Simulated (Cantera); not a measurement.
Feed: 1 mol BCl3, 190 mol H2, equilibrated at 727 °C and 1.00 Torr.

These are equilibrium values from Cantera (NASA tables, ideal gas, pure condensed phases), not measurements of a reactor. Candidate condensed phases: B; 13 gas species. The numbers say what is thermodynamically allowed, not how fast it happens.

Base state: H2 0.984, HCl 0.0155, BCl3 5.78e-5 (mole fractions); condensed: B(s).

Q: What changes in the equilibrium state with this change: BCl3 replaced by BF3?

A: 
```json
[
 {"species": "H2", "before": "0.984", "after": "0.995"},
 {"species": "BF3", "before": "0", "after": "0.00507"},
 {"species": "HF", "before": "0", "after": "0.000167"},
 {"species": "HCl", "before": "0.0155", "after": "0"},
 {"species": "BHF2", "before": "0", "after": "0.000167"},
 {"species": "BCl3", "before": "5.78e-5", "after": "0"},
 {"species": "B(s), mol", "before": "0.989", "after": "0"}
]
```
